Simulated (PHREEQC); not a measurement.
Solution (82 °C): 0.1 mol/kgw ZnSO4 and 0.0036 mol/kgw H2SO4. Closed to the air; pH follows from the charge balance.

Model: ion-association model, wateq4f.dat, run in PHREEQC.

The ionic strength comes out as 0.190 mol/kgw. What activity coefficients do Zn(SO4)2-2, SO4-2, H+, Zn+2, HSO4- get?

Zn(SO4)2-2 0.27, SO4-2 0.26, H+ 0.78, Zn+2 0.30, HSO4- 0.71.

Precipitation was switched off in this run. Away from 25 °C the constants follow the database's enthalpies or fits; those with neither stay at their 25 °C values.
